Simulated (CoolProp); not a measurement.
Vapour-liquid equilibrium of n-butane (1) + cis-2-butene (2) at 7.44 bar; x and y are mole fractions of (1).

Model: multi-fluid Helmholtz-energy mixture model, Bücker 2006 and Lemmon 2005; pair parameters Bell 2016, in CoolProp.

```csv
x,bubble temperature (°C),y at the bubble point,dew temperature at overall composition x (°C),liquid density (mol/L)
0.05,69.9,0.057,69.9,(withheld)
0.15,(withheld),0.165,69.3,9.768
0.25,68.7,0.269,68.8,9.666
0.35,68.2,0.370,68.3,9.565
0.45,67.8,0.468,67.9,(withheld)
0.55,67.5,0.565,67.5,9.369
0.65,67.2,0.662,67.2,9.273
0.75,66.9,0.759,66.9,(withheld)
0.85,66.7,0.855,66.7,9.088
0.95,66.5,0.952,66.5,8.997
```

Complete the blanks.


- 0.05, liquid density (mol/L): 9.872
- 0.15, bubble temperature (°C): 69.2
- 0.45, liquid density (mol/L): 9.466
- 0.75, liquid density (mol/L): 9.180

No azeotrope shows between x = 0.05 and 0.95.

Pair parameters are fitted to limited data, so mixtures are less certain than the pure fluids.
